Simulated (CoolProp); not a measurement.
The fluid at 295.04 K and 0.0545 MPa is throttled through a valve to 0.0278 MPa with no heat exchange. The same conditions are run with several fluids, on thermodynamics alone (safety and materials aside).

Values from CoolProp's reference Helmholtz-energy equation of state of each fluid (R245ca: Zhou 2016; isobutane: Bücker 2006; R245fa: Akasaka 2015; R507A: Lemmon 2003; nitrous oxide: Lemmon 2006). Blends and air are pseudo-pure fits.

Problem. Rank R245ca, isobutane, R245fa, R507A, nitrous oxide by temperature change (K), highest first.

Solution. nitrous oxide (-0.3), R507A (-0.5), isobutane (-0.6), R245ca (-0.7), R245fa (-0.8)

```csv
fluid,final density (kg/m³)
R245ca,1.54
isobutane,0.665
R245fa,1.54
R507A,1.13
nitrous oxide,0.500
```
